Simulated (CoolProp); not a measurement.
Model: reference Helmholtz-energy equation of state, Zhou 2016, in CoolProp.

**Question.** Give the vapour pressure (kPa), liquid density (kg/m³), enthalpy of vaporisation (kJ/kg), liquid cp (kJ/(kg K)) of saturated R245ca at 33.55, 51.05, 59.85 °C.

**Answer.** 
```tsv
T (°C)	p (kPa)	liquid density (kg/m³)	enthalpy of vaporisation (kJ/kg)	liquid cp (kJ/(kg K))
33.55	138	1370	199	1.39
51.05	249	1320	189	1.42
59.85	327	1300	183	1.44
```
